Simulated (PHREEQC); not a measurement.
Reverse-osmosis permeate (model solution)

Synthetic water in mg/kgw, 3.1 °C, pH 5.69, pe 2:

```
constituent         mg/kgw
------------------  ------
Na                   0.325
K                     1.06
Ca                   0.507
Mg                   0.468
Cl                    1.89
S(6) as SO4           0.51
Alkalinity as HCO3    2.41
N(-3) as NH4        0.0219
Mn(2)               0.0121
```

Cl is adjusted to close the charge balance.
Valence states are taken as typed.

Equilibrium calculation in PHREEQC: ion-association model, wateq4f.dat.

Each row changes one thing in this solution. This is a speciation only: nothing precipitates in the calculation.

```
case                                                CO2 (mol/kgw)  HSO4- (mol/kgw)  CO3-2 (mol/kgw)  NH3 (mol/kgw)  SI of Rhodochrosite (MnCO3)  SI of Gypsum (CaSO4:2H2O)
--------------------------------------------------  -------------  ---------------  ---------------  -------------  ---------------------------  -------------------------
as made                                                  0.000289         6.55e-10         5.55e-10       6.26e-11                        -4.91                      -5.61
temperature from 3.1 to 35 °C at the same typed pH       0.000171          1.26e-9          1.19e-9       6.61e-10                        -4.47                      -5.64
Mn(2) from 0.0121 to 0.00605 mg/kgw                      0.000289         6.55e-10         5.55e-10       6.26e-11                        -5.22                      -5.61
pH from 5.69 to 5.5 at the same alkalinity               0.000461          1.01e-9         3.68e-10       4.04e-11                        -5.09                      -5.62
pH from 5.69 to 6.69 at the same alkalinity               2.76e-5         6.55e-11          5.30e-9       6.26e-10                        -3.93                      -5.61
```

Away from 25 °C the constants follow the database's enthalpies or fits; those with neither stay at their 25 °C values.
